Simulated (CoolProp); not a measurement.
The fluoroketone C6F12O (FK-5-1-12) along the isotherm 10.05 °C: fugacity coefficient from the reference equation and from simpler models built on Tc = 168.7 °C, pc = 18.69 bar, ω = 0.471; each cubic takes its own stable root.

Computed with CoolProp (reference Helmholtz-energy equation of state, McLinden 2015).

| p (bar) | phase | reference | van der Waals | Redlich-Kwong | Soave-Redlich-Kwong | Peng-Robinson |
|---|---|---|---|---|---|---|
| 0.591 | liquid | 0.3433 | 0.9737 | 0.9633 | 0.3452 | ? |
| 0.997 | liquid | 0.2042 | 0.9557 | ? | 0.2054 | 0.2104 |
| 1.68 | liquid | ? | 0.9252 | 0.4249 | 0.1226 | 0.1255 |
| 2.84 | liquid | 0.07276 | 0.7469 | 0.2541 | 0.07330 | 0.07495 |
| 4.79 | liquid | 0.04383 | 0.4550 | 0.1535 | 0.04422 | 0.04513 |
| 8.09 | liquid | 0.02666 | ? | 0.09377 | 0.02696 | 0.02742 |
| 13.7 | liquid | 0.01648 | 0.1799 | 0.05839 | 0.01674 | 0.01693 |
| 23 | liquid | 0.01058 | 0.1216 | 0.03795 | 0.01083 | 0.01085 |
| 38.9 | liquid | 0.007117 | 0.08898 | 0.02602 | 0.007364 | 0.007263 |
| 65.6 | liquid | 0.005233 | 0.07492 | 0.01971 | 0.005515 | 0.005301 |
| 111 | liquid | 0.004446 | 0.07916 | 0.01753 | 0.004826 | 0.004444 |
| 187 | liquid | 0.004813 | 0.1208 | 0.02030 | 0.005470 | 0.004697 |

Problem. Fill in the missing entries.

Solution. 
- 0.591, Peng-Robinson: 0.3538
- 0.997, Redlich-Kwong: 0.7114
- 1.68, reference: 0.1218
- 8.09, van der Waals: 0.2820

At some of these states van der Waals, Redlich-Kwong gives the other phase, because its saturation line lies elsewhere.
